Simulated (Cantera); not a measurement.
A closed system holds: 1 mol SiHCl3, 0.58 mol Cl2, 33 mol N2, held at 1200 °C and 0.00133 bar.

Equilibrium computed with Cantera from the NASA thermochemical tables; the gas is ideal and each condensed phase is pure. Candidate condensed phases: NH4Cl, Si, Si3N4; 28 gas species. The tables' values for SiCl3 are old estimates; treat these amounts as uncertain. The numbers say what is thermodynamically allowed, not how fast it happens.

Base state: N2 0.941, HCl 0.0285, SiCl4 0.0128, SiCl2 0.00974, SiCl3 0.00603, Cl 0.00160, H2 2.49e-5 (mole fractions); condensed: gas only.

**Question.** What changes in the equilibrium state with this change: pressure from 0.00133 bar to 0.300 bar?

**Answer.** 
```
species         before    after
-------------  -------  -------
N2               0.941    0.946
HCl             0.0285   0.0262
SiCl4           0.0128   0.0181
SiCl2          0.00974  0.00365
Cl             0.00160  1.39e-5
SiHCl3         1.05e-6  8.13e-5
Si3N4(s), mol        0   0.0284
```
N2 is the only nitrogen source here; it is nearly inert below about 1500 K, so the nitride shown seldom forms there in practice.
